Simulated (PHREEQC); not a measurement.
# Acid rinse or clean: speciation

Make-up at 65 °C: 0.77 mol/kgw H2SO4, 0.013 mol/kgw FeCl3 and 0.018 mol/kgw MgCl2. Closed to the air; pH follows from the charge balance.

The numbers come from PHREEQC with the ion-association model, wateq4f.dat.

Each row changes one thing in this solution. No solid was allowed to form.

```json
[
 {"case": "as made", "pH": "0.23", "ionic strength (mol/kgw)": "0.892", "HSO4- (mol/kgw)": "0.733", "SO4-2 (mol/kgw)": "0.0203"},
 {"case": "MgCl2 left out", "pH": "0.23", "ionic strength (mol/kgw)": "0.848", "HSO4- (mol/kgw)": "0.737", "SO4-2 (mol/kgw)": "0.0202"},
 {"case": "temperature from 65 to 40 °C", "pH": "0.22", "ionic strength (mol/kgw)": "0.920", "HSO4- (mol/kgw)": "(withheld)", "SO4-2 (mol/kgw)": "(withheld)"},
 {"case": "H2SO4 replaced by NaHSO4 at the same molality", "pH": "0.93", "ionic strength (mol/kgw)": "1.01", "HSO4- (mol/kgw)": "0.603", "SO4-2 (mol/kgw)": "0.0858"},
 {"case": "H2SO4 from 0.77 to 1.16 mol/kgw", "pH": "0.07", "ionic strength (mol/kgw)": "1.29", "HSO4- (mol/kgw)": "1.12", "SO4-2 (mol/kgw)": "0.0240"},
 {"case": "FeCl3 replaced by KCl at the same molality", "pH": "0.23", "ionic strength (mol/kgw)": "0.868", "HSO4- (mol/kgw)": "0.744", "SO4-2 (mol/kgw)": "0.0205"}
]
```

Problem. What belongs in the gaps?

Solution. 
- temperature from 65 to 40 °C, HSO4- (mol/kgw): 0.717
- temperature from 65 to 40 °C, SO4-2 (mol/kgw): 0.0350

The ionic strength passes 0.7 mol/kgw, the rough limit of the ion-association models, in every such run. Complexes and solids missing from the database can't appear. Some of these states are supersaturated (in Hematite (slow to form), Goethite (slow to form), for instance). Away from 25 °C the constants follow the database's enthalpies or fits; those with neither stay at their 25 °C values.
